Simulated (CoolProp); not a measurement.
Saturated liquid density (kg/m³) of nitrous oxide: the reference equation beside estimates from Tc = 309.5 K, pc = 7245 kPa, ω = 0.161. Rackett uses Z = 0.29056 − 0.08775 ω.

Model: reference Helmholtz-energy equation of state, Lemmon 2006, in CoolProp. It is a short technical equation, of lower accuracy than the large ones.

```tsv
T (K)	reference	Rackett	van der Waals	Redlich-Kwong	Peng-Robinson
217.1	1130	1114	706.4	1024	1186
224.5	1105	1090	691.2	996.8	1157
231.9	1079	1066	675.3	968.4	1126
239.3	1052	1040	658.6	938.4	1094
246.7	1024	1013	640.9	906.5	1058
254.1	994.1	984.4	622.0	872.4	1020
261.6	961.9	953.4	601.4	835.3	977.2
269	927.6	920.3	579.4	795.7	930.9
276.4	890.2	884.0	555.2	752.3	879.2
283.8	848.3	843.1	528.1	704.0	820.7
291.2	799.6	795.3	496.7	648.7	752.5
```

Absolute difference from the reference over all 11 rows, mean and median: Rackett 1.0 and 1.0 %, van der Waals 37.5 and 37.5 %, Redlich-Kwong 13.0 and 12.2 %, Peng-Robinson 3.3 and 3.3 %.
